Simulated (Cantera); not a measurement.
Feed: 1 mol MgO, 2.8 mol HCl, 19 mol O2, at 902 °C and 1.00 bar.

Method: chemical equilibrium by Gibbs-energy minimisation in Cantera with the NASA 1993 tables (ideal gas, pure condensed phases). Candidate condensed phases: H2O, Mg, MgCl2, MgO, Mg(OH)2; 22 gas species. Kinetics and transport are ignored.

Base state: O2 0.870, HCl 0.0781, H2O 0.0260, Cl2 0.0256, Cl 0.000580, MgCl2 5.77e-5, ClO 2.23e-5, HOCl 1.61e-5 (mole fractions); condensed: MgO(s).

### Question
What changes in the equilibrium state with this change: MgO replaced by Al2O3?

### Answer
```
species          before     after
-------------  --------  --------
O2                0.870     0.870
HCl              0.0781    0.0781
H2O              0.0260    0.0260
MgCl2           5.77e-5         0
Cl2              0.0256    0.0257
ClO             2.23e-5   2.24e-5
Cl             0.000580  0.000580
HOCl            1.61e-5   1.61e-5
MgO(s), mol       0.999         0
Al2O3(s), mol         0      1.00
```
Further candidate phases: Al, AlCl3, Al2O3.

### Question
What changes in the equilibrium state with this change: temperature from 902 °C to 1075 °C?

### Answer
```
species        before     after
-----------  --------  --------
O2              0.870     0.869
HCl            0.0781    0.0882
H2O            0.0260    0.0207
Cl2            0.0256    0.0188
MgCl2         5.77e-5  0.000598
OH            1.54e-6   1.17e-5
Cl           0.000580   0.00257
ClO           2.23e-5   7.30e-5
HOCl          1.61e-5   2.25e-5
MgO(s), mol     0.999     0.987
```

### Question
What changes in the equilibrium state with this change: MgO replaced by CaO?

### Answer
| species | before | after |
|---|---|---|
| O2 | 0.870 | 0.913 |
| H2O | 0.0260 | 0.0507 |
| HCl | 0.0781 | 0.0334 |
| Cl2 | 0.0256 | 0.00246 |
| MgCl2 | 5.77e-5 | 0 |
| Cl | 0.000580 | 0.000180 |
| ClO | 2.23e-5 | 7.10e-6 |
| HOCl | 1.61e-5 | 7.04e-6 |
| MgO(s), mol | 0.999 | 0 |
| CaCl2(l), mol | 0 | 1.000 |
Condensed phases not in the tables: oxide chlorides. Further candidate phases: Ca, CaCl2, CaO, Ca(OH)2.
